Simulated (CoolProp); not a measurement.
Computed with CoolProp (reference Helmholtz-energy equation of state, Lemmon 2006). It is a short technical equation, of lower accuracy than the large ones.

**Question.** Give the vapour pressure (kPa), liquid density (kg/m³), vapour density (kg/m³), enthalpy of vaporisation (kJ/kg) of saturated CH3F (R41) at 240.7, 243.7 K.

**Answer.** 
```
T (K)  p (kPa)  liquid density (kg/m³)  vapour density (kg/m³)  enthalpy of vaporisation (kJ/kg)
-----  -------  ----------------------  ----------------------  --------------------------------
240.7      754                     775                    15.0                               412
243.7      836                     767                    16.7                               406
```
